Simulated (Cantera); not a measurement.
Source: NASA polynomial tables (part measured, part estimated), evaluated in Cantera. Values are per mole of reaction as written; species without (g) are pure solids or liquids, kept so even where they would boil at 1 bar. TaC: taken at fixed stoichiometry.

Q: Between 1923 and 2673 K, where is each reaction favourable under standard conditions?
- 4 H(g) + 2 CO₂(g) + 8 TaO₂(g) ⇌ 4 Ta₂O₅ + C₂H₄(g)
- 3 H₂(g) + 2 O₃(g) + 2 TaC ⇌ Ta₂O₅ + C₂H₅OH(g)

A: 
- 4 H(g) + 2 CO₂(g) + 8 TaO₂(g) ⇌ 4 Ta₂O₅ + C₂H₄(g): ΔG° is -2382 kJ at 1923 K and -1039 kJ at 2673 K; it stays negative (K > 1). ΔH° is -5539 kJ and ΔS° -1683 J/K at 2673 K.
- 3 H₂(g) + 2 O₃(g) + 2 TaC ⇌ Ta₂O₅ + C₂H₅OH(g): ΔG° is -1240 kJ at 1923 K and -885 kJ at 2673 K; it stays negative (K > 1). ΔH° is -2105 kJ and ΔS° -456 J/K at 2673 K.
